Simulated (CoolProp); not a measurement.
Vapour-liquid equilibrium of CHF3 (R23) (1) + isobutane (2) at 258.8 K; x and y are mole fractions of (1).

Model: multi-fluid Helmholtz-energy mixture model, Penoncello 2003 and Bücker 2006; pair parameters Bell 2016, in CoolProp.

```tsv
x	bubble pressure, mixture model (MPa)	bubble pressure, Raoult's law (MPa)	y, mixture model	y, Raoult's law
0.05	0.3459	0.1698	0.727	0.488
0.15	0.7511	0.3265	0.870	0.762
0.25	1.019	0.4832	0.903	0.858
0.35	1.177	0.6399	0.916	0.907
0.45	1.262	0.7966	0.923	0.937
0.55	1.313	0.9534	0.927	0.957
0.65	1.358	1.110	0.931	0.971
0.75	1.415	1.267	0.939	0.982
0.85	1.494	1.424	0.953	0.990
0.95	1.598	1.580	0.979	0.997
```

The largest gap from Raoult's law is +130.0 % in bubble pressure, at x = 0.15. No azeotrope shows between x = 0.05 and 0.95.

Pair parameters are fitted to limited data, so mixtures are less certain than the pure fluids. With so large a gap from Raoult's law the liquid may split in two, which this calculation doesn't test in full.
